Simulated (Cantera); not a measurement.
Gas mixture: 26.9 % H₂, 38.7 % CH₄, 34.4 % C₂H₆, at 2300 Pa, frozen composition.

Cantera's kinetic-theory transport with the Lennard-Jones parameters of GRI-Mech 3.0, ideal gas; thermal conductivity in the multicomponent form. The composition is frozen, though it would react at the higher temperatures.

One state of this run: ρ (kg/m³) = 0.00556; cp (J/kg/K) = 4222; μ (µPa s) = 24.2; λ (mW/m/K) = 162; Pr = 0.632; D (cm²/s) CH₃ = 65.7; D (cm²/s) NH₃ = 70.1; D (cm²/s) H₂O = 73.8. D: mixture-averaged diffusion coefficient of that species in the mixture.

Question: Which value of T (K) does it belong to?
A. 700
B. 400
C. 1150
D. 850

Answer: D, 850
